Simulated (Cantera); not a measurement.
An isothermal, constant-pressure homogeneous reactor starts with CO : O2 : H2O : N2 = 0.0053 : 0.047 : 0.0013 : 1 (molar parts), at 1073 K and 0.395 atm.

Cantera simulation using GRI-Mech 3.0 (53 species, 325 reactions); the numbers are that mechanism's predictions, not measurements.

One state of this run: x CO = 0.00174; x O2 = 0.0430; x H2O = 0.00123; x N2O = 2.26e-7; x HO2 = 1.29e-6; x H2 = 3.38e-6. x: mole fraction; the columns are a selection and need not sum to one.

Which value of t (s) does it belong to?
A. 0.0375
B. 0.00304
C. 0.132
D. 0.0107

C, 0.132
